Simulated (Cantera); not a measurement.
Input: 1 mol SiH₂Cl₂, 0.16 mol C₃H₈, a varied amount of H₂, equilibrated at 1948.15 K and 21.0 Torr.

Cantera equilibrium calculation (NASA polynomials, part measured and part estimated; ideal gas, pure solids and liquids). Candidate condensed phases: C, C₆H₆, C₇H₈, C₈H₁₈, Si, SiC; 109 gas species. Mutual solubility and eutectic melting of coexisting phases are not modelled. The tables' values for SiCl, SiCl₃ are old estimates; treat these amounts as uncertain. Gases not in the tables: Si₂H₆ and higher silanes. Kinetics and transport are ignored.

Q: At 20 mol H₂, list the 4 most abundant gas species with their mole fractions, and the condensed phases.

A: H₂ 0.916, HCl 0.0642, SiCl₂ 0.0115, H 0.00647. Condensed: Si(l) + SiC(s).
